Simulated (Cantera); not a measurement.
# Premixed flame

A freely propagating, adiabatic, planar premixed flame of CH4 : O2 : N2 = 1 : 2 : 7.52 (molar parts), equivalence ratio 1.0, unburnt at 300 K and 150 Torr; multicomponent transport, grid criteria slope 0.08 and curve 0.16, no radiation.

Detailed kinetics in Cantera: GRI-Mech 3.0 (53 species, 325 reactions). Burning velocities carry a grid error of a few per cent, more on coarse grids.

```
z (mm)  T (K)  u (m/s)     x CH4    x O2    x HCO     x NO    x N2O    x NO2
------  -----  -------  --------  ------  -------  -------  -------  -------
-5.01     300    0.576    0.0950   0.190    <1e-8    <1e-8    <1e-8    <1e-8
-3.34     300    0.577    0.0949   0.190    <1e-8    <1e-8    <1e-8    <1e-8
-2.50     302    0.581    0.0947   0.189    <1e-8    <1e-8    <1e-8    <1e-8
-1.67     334    0.646    0.0928   0.187    <1e-8  2.65e-8    <1e-8  1.46e-8
-0.835    758     1.49    0.0695   0.157  2.81e-7  9.01e-7    <1e-8    <1e-8
-0.417   1203     2.40    0.0389   0.115  1.27e-5  2.40e-6    <1e-8    <1e-8
0        1604     3.23   0.00955  0.0659  6.65e-5  5.11e-6    <1e-8    <1e-8
0.417    1760     3.54  0.000772  0.0374  2.18e-5  8.48e-6  1.66e-8    <1e-8
0.835    1793     3.60   3.34e-5  0.0276  1.35e-6  1.06e-5  2.02e-8    <1e-8
1.67     1822     3.64   5.81e-8  0.0227  2.58e-8  1.24e-5  2.09e-8    <1e-8
3.34     1857     3.69     <1e-8  0.0206  1.77e-8  1.46e-5  2.07e-8    <1e-8
6.68     1906     3.78     <1e-8  0.0189  1.32e-8  1.82e-5  2.15e-8    <1e-8
13.4     1969     3.89     <1e-8  0.0168    <1e-8  2.49e-5  2.32e-8    <1e-8
```
x: mole fraction of selected species; z is measured from the peak of heat release.

The laminar burning velocity is 57.6 cm/s. The thermal thickness is 1.67 mm, the peak x(HCO) comes out as 6.70e-5 and the grid points is 161.
